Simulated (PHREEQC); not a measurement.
Make-up at 25 °C: 0.05 mol/kgw Cu(NO3)2, 7.3e-05 mol/kgw Cs2CO3, 0.00016 mol/kgw Ag2SO4 and 0.0024 mol/kgw Ca(HCO3)2. Closed to the air; pH follows from the charge balance.

Equilibrium calculation in PHREEQC: ion-association model, wateq4f.dat.

```json
{
 "pH": "5.26",
 "ionic_strength": "0.149 mol/kgw",
 "total_alkalinity": "4.95 meq/kg"
}
```

```tsv
species	molality	activity	log γ
NO3-	0.1000	0.0720	-0.143
Cu+2	0.0454	0.0162	-0.448
Ca+2	0.00239	0.000834	-0.458
CO2	0.00237	0.00245	0.015
CuHCO3+	0.00210	0.00160	-0.119
Cu2(OH)2+2	0.00112	0.000374	-0.477
Ag+	0.000311	0.000237	-0.119
HCO3-	0.000258	0.000197	-0.117
Cs+	0.000146	0.000111	-0.119
CuCO3	0.000140	0.000146	0.015
CuSO4	7.94e-5	8.21e-5	0.015
SO4-2	7.65e-5	2.48e-5	-0.488
CuOH+	3.95e-5	2.92e-5	-0.131
```

No solid was allowed to form. Examples of supersaturated solids here: Malachite, Brochantite. Others may be too. Species that the database lacks are ignored.
